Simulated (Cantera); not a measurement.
Feed: 1 mol SiH4, 23 mol O2, at 598 K and 35.0 mbar.

Method: chemical equilibrium by Gibbs-energy minimisation in Cantera with the NASA 1993 tables (ideal gas, pure condensed phases). Candidate condensed phases: H2O, Si, SiO2; 18 gas species. Rates play no part.

Question: What is the equilibrium state?

Answer: 
```
Item                                 Result
--------------------------------  ---------
x(O2)                                 0.913
x(H2O)                               0.0870
n(SiO2(α-quartz))                  1.00 mol
gas amount                        23.00 mol
log10 activity of Si(s) (absent)     -68.53
```
